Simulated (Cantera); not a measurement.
# Adiabatic ignition

An adiabatic, constant-volume homogeneous reactor starts with CH₄ : H₂ : O₂ : N₂ : H₂O = 1 : 0.19 : 5.11 : 19.2 : 0.59 (molar parts), at 1225 K and 1.00 bar.

Cantera simulation using GRI-Mech 3.0 (53 species, 325 reactions); the numbers are that mechanism's predictions, not measurements.

```csv
t (s),T (K),P (bar),x CH₄,x H₂,x O₂,x NO,x H
5.00e-6,1225,1.00,0.0383,0.00728,0.196,<1e-12,2.53e-10
1.55e-5,1225,1.00,0.0383,0.00728,0.196,<1e-12,3.31e-10
4.82e-5,1225,1.00,0.0383,0.00728,0.196,<1e-12,5.18e-10
0.000150,1225,1.000,0.0383,0.00728,0.196,<1e-12,1.32e-9
0.000464,1225,1.00,0.0383,0.00728,0.196,<1e-12,8.40e-9
0.00144,1226,1.00,0.0382,0.00724,0.196,<1e-12,3.24e-7
0.00447,1978,1.64,<1e-12,0.00347,0.116,3.74e-6,0.00417
0.0139,2275,1.85,<1e-12,0.000407,0.114,0.00102,0.000127
0.0431,2269,1.85,<1e-12,0.000396,0.113,0.00358,0.000121
0.134,2258,1.84,<1e-12,0.000377,0.111,0.00782,0.000112
0.415,2253,1.84,<1e-12,0.000368,0.110,0.00987,0.000108
1.29,2253,1.84,<1e-12,0.000368,0.110,0.00994,0.000108
4.00,2253,1.84,<1e-12,0.000368,0.110,0.00994,0.000108
```
x: mole fraction; the columns are a selection and need not sum to one.

```yaml
time_of_steepest_temperature_rise: 4.45 ms
temperature at 4.00 s: 2253 K
equilibrium_temperature: 2253 K
x(CH₄) at 4.00 s: <1e-12 (gas-phase equilibrium <1e-12)
x(H₂) at 4.00 s: 0.000368 (gas-phase equilibrium 0.000368)
x(O₂) at 4.00 s: 0.110 (gas-phase equilibrium 0.110)
```
